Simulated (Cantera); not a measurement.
# Ignition delay

Mixture: 1.98 % C2H4, 10.1 % O2, 85.4 % N2, 2.58 % H2O, equivalence ratio 0.59, at 4.93 atm, adiabatic and at constant pressure. Ignition delay is the time to a rise of 400 K.

Computed with Cantera and GRI-Mech 3.0 (53 species, 325 reactions). GRI-Mech 3.0 was tuned for natural gas; its chemistry of ethylene as a main component is partial and can be far from experiment. Where the delays flatten at high temperature, the 400 K rule measures the pace of heat release, not the induction time.

```csv
T0 (K),delay (ms)
1000,82.2
1075,17.7
1150,2.84
1225,0.483
1300,0.102
1375,0.0427
1450,0.0264
1525,0.0195
1600,0.0159
1675,0.0140
```
